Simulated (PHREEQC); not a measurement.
# Copper plating or etch bath: speciation

A solution holds 48 mmol/kgw CuCl2, 69 mmol/kgw H2SO4 and 0.28 mmol/kgw NaCl, at 25 °C. Closed to the air; pH follows from the charge balance.

Computed with PHREEQC (ion-association model, phreeqc.dat).

Each row changes one thing in this solution. Precipitation was switched off in this run.

```tsv
case	pH	ionic strength (mol/kgw)	HSO4- (mol/kgw)	Cu+2 (mol/kgw)	SO4-2 (mol/kgw)	CuSO4 (mol/kgw)	SI of Halite (NaCl)
as made	1.12	0.219	0.0436	0.0354	0.0157	0.00971	-6.44
temperature from 25 to 75 °C	___	0.188	0.0575	0.0283	0.00717	0.00429	-6.55
temperature from 25 to 90 °C	___	0.176	0.0609	0.0246	0.00522	0.00283	-6.59
CuCl2 from 0.048 to 0.0096 mol/kgw	1.15	0.124	0.0502	0.00670	0.0160	0.00277	-7.08
diluted 2-fold with water	1.39	0.116	0.0190	___	0.0104	0.00509	-6.99
temperature from 25 to 10 °C	1.11	0.226	0.0398	0.0359	0.0185	0.0107	-6.42
temperature from 25 to 20 °C	1.12	0.222	0.0423	0.0356	___	0.0101	-6.43
0.094 mol/kgw MgSO4 added	1.27	0.379	0.0690	0.0307	0.0424	0.0151	-6.49
CuCl2 from 0.048 to 0.0528 mol/kgw	1.12	0.232	___	0.0390	0.0157	0.0103	-6.40
```

### Question
What belongs in the gaps?

### Answer

- temperature from 25 to 75 °C, pH: 1.20
- temperature from 25 to 90 °C, pH: 1.22
- diluted 2-fold with water, Cu+2 (mol/kgw): 0.0180
- temperature from 25 to 20 °C, SO4-2 (mol/kgw): 0.0167
- CuCl2 from 0.048 to 0.0528 mol/kgw, HSO4- (mol/kgw): 0.0430

Species that the database lacks are ignored. Away from 25 °C the constants follow the database's enthalpies or fits; those with neither stay at their 25 °C values.
